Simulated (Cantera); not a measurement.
Charge: 1 mol C₂H₂, 0.11 mol H₂O, 0.43 mol N₂, 62 mol H₂, at 1.33 mbar.

Equilibrium computed with Cantera from the NASA thermochemical tables; the gas is ideal and each condensed phase is pure. Candidate condensed phases: C, C₆H₆, C₇H₈, C₈H₁₈, H₂O; 136 gas species. Rates play no part.

Question: Which condensed phases are stable at each of these points (T (°C)): 727, 877, 1027, 1177, 1327, 1477, 1627, 1777, 1927, 2077, 2227, 2377, 2527, 2677?

Answer: 
```json
[
 {"T (°C)": "727", "condensed phases": "C(graphite)", "C condensed (%)": "94.1"},
 {"T (°C)": "877", "condensed phases": "C(graphite)", "C condensed (%)": "94.4"},
 {"T (°C)": "1027", "condensed phases": "C(graphite)", "C condensed (%)": "94.4"},
 {"T (°C)": "1177", "condensed phases": "C(graphite)", "C condensed (%)": "94.3"},
 {"T (°C)": "1327", "condensed phases": "C(graphite)", "C condensed (%)": "93.8"},
 {"T (°C)": "1477", "condensed phases": "C(graphite)", "C condensed (%)": "92.5"},
 {"T (°C)": "1627", "condensed phases": "C(graphite)", "C condensed (%)": "89.6"},
 {"T (°C)": "1777", "condensed phases": "C(graphite)", "C condensed (%)": "83.4"},
 {"T (°C)": "1927", "condensed phases": "C(graphite)", "C condensed (%)": "72.1"},
 {"T (°C)": "2077", "condensed phases": "C(graphite)", "C condensed (%)": "53.7"},
 {"T (°C)": "2227", "condensed phases": "C(graphite)", "C condensed (%)": "25.4"},
 {"T (°C)": "2377", "condensed phases": "gas only", "C condensed (%)": "0.0"},
 {"T (°C)": "2527", "condensed phases": "gas only", "C condensed (%)": "0.0"},
 {"T (°C)": "2677", "condensed phases": "gas only", "C condensed (%)": "0.0"}
]
```

From 727 °C to 2227 °C the condensed part is C(graphite). From 2377 °C to 2677 °C nothing is condensed.
